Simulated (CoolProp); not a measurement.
The numbers come from the reference Helmholtz-energy equation of state, Span 1996 in CoolProp.

### Question
For carbon dioxide, give the phase and the density (kg/m³), Joule-Thomson coefficient (K/MPa), isothermal compressibility (1/MPa) at 190.45 °C and 24600 kPa.

### Answer
- 190.45 °C and 24600 kPa: supercritical; density 334, Joule-Thomson coefficient 1.96, isothermal compressibility 0.0413
